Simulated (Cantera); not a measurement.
Input: 1 mol Nb₂O₅, 110 mol H₂, 2.1 mol H₂O, at 1300 K and 0.00270 bar.

These are equilibrium values from Cantera (NASA tables, ideal gas, pure condensed phases), not measurements of a reactor. Candidate condensed phases: H₂O, Nb, NbO, NbO₂, Nb₂O₅; 12 gas species. Condensed phases not in the tables: the oxides between NbO₂ and Nb₂O₅. The numbers say what is thermodynamically allowed, not how fast it happens.

### Question
What is the equilibrium state?

### Answer
```
Property                             Result
--------------------------------  ---------
x(H₂)                                 0.972
x(H₂O)                               0.0277
x(H)                                2.10e-5
n(NbO₂(s))                         2.00 mol
gas amount                        112.1 mol
log10 activity of Nb(s) (absent)      -5.42
```
